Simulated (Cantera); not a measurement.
A closed system holds: 1 mol PbS, a varied amount of H2, 7.6 mol N2, held at 1250 K and 101000 Pa.

These are equilibrium values from Cantera (NASA tables, ideal gas, pure condensed phases), not measurements of a reactor. Candidate condensed phases: Pb, PbS, S; 18 gas species. Equilibrium is a limit: real reactors are often held back by kinetics, nucleation or transport.

x: gas mole fraction; n: condensed amount in mol.

```
n(H2) (mol)   x H2        x N2       x H2S        x Pb       x PbS    x NH3        x SH  n Pb(l)
-----------  -----  ----------  ----------  ----------  ----------  -------  ----------  -------
300          0.971      0.0247     0.00278     0.00132    0.000464  2.32e-5     8.89e-7    0.450
500          0.982      0.0149     0.00169     0.00132    0.000278  1.84e-5     5.36e-7    0.187
700          0.987      0.0107     0.00122     0.00122    0.000186  1.57e-5     3.88e-7        0
910          0.990     0.00827    0.000971    0.000972    0.000117  1.38e-5     3.07e-7        0
1100         0.991     0.00685    0.000819    0.000819     8.29e-5  1.26e-5     2.59e-7        0
1300         0.993  (withheld)  (withheld)  (withheld)  (withheld)  1.17e-5  (withheld)        0
1500         0.994  (withheld)  (withheld)  (withheld)  (withheld)  1.09e-5  (withheld)        0
1700         0.994     0.00444    0.000548    0.000548     3.70e-5  1.02e-5     1.73e-7        0
1900         0.995     0.00398    0.000494    0.000494     3.00e-5  9.68e-6     1.56e-7        0
2100         0.995     0.00360    0.000449    0.000449     2.49e-5  9.22e-6     1.42e-7        0
```

Task: Fill in the missing entries.

Result: 
- 1500, x N2: 0.00503
- 1500, x H2S: 0.000616
- 1500, x Pb: 0.000616
- 1500, x PbS: 4.68e-5
- 1500, x SH: 1.95e-7
- 1300, x N2: 0.00580
- 1300, x H2S: 0.000703
- 1300, x Pb: 0.000703
- 1300, x PbS: 6.10e-5
- 1300, x SH: 2.22e-7
